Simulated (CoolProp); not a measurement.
Properties of 1-butene along the isobar 0.47 MPa.

The numbers come from the reference Helmholtz-energy equation of state, Lemmon 2005 in CoolProp. It is a short technical equation, of lower accuracy than the large ones.

```tsv
T (°C)	phase	cp (kJ/(kg K))	isothermal compressibility (1/MPa)	expansivity (1/kK)	fugacity coefficient
-117.85	liquid	1.898	0.0006753	1.410	5.918e-5
-77.05	liquid	1.956	0.0009837	1.488	0.004219
-36.15	liquid	2.060	0.001489	1.642	0.05690
4.65	liquid	2.210	0.002413	1.926	0.3110
45.55	gas	1.788	2.431	4.694	0.9000
86.35	gas	1.855	2.302	3.541	0.9333
127.25	gas	1.979	2.242	2.937	0.9530
168.05	gas	2.119	2.207	2.546	0.9657
208.95	gas	2.262	2.186	2.264	0.9744
```
